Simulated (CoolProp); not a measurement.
Sulfur hexafluoride along the isotherm 427.8 K: fugacity coefficient from the reference equation and from simpler models built on Tc = 318.7 K, pc = 37.55 bar, ω = 0.210; each cubic takes its own stable root.

The numbers come from the reference Helmholtz-energy equation of state, Guder 2009 in CoolProp.

```csv
p (bar),phase,reference
1.25,gas,0.9961
2.5,gas,0.9921
3.75,gas,0.9882
5.01,gas,0.9843
6.26,gas,0.9804
7.51,gas,0.9766
8.76,gas,0.9727
10,gas,0.9689
11.3,gas,0.9649
12.5,gas,0.9613
13.8,gas,0.9573
15,gas,0.9537
16.3,gas,0.9498
17.5,gas,0.9462
18.8,gas,0.9423
```

Question: How far does each simpler model (van der Waals, Redlich-Kwong, Soave-Redlich-Kwong, Peng-Robinson) lie from the reference over these 15 states: mean and median of the absolute difference, and the worst?

Answer: 
- van der Waals: mean 0.6 %, median 0.6 %, worst -1.3 % at 427.8 K and 18.8 bar
- Redlich-Kwong: mean 0.6 %, median 0.6 %, worst -1.1 % at 427.8 K and 18.8 bar
- Soave-Redlich-Kwong: mean 0.1 %, median 0.1 %, worst +0.2 % at 427.8 K and 18.8 bar
- Peng-Robinson: mean 0.6 %, median 0.6 %, worst -1.2 % at 427.8 K and 18.8 bar
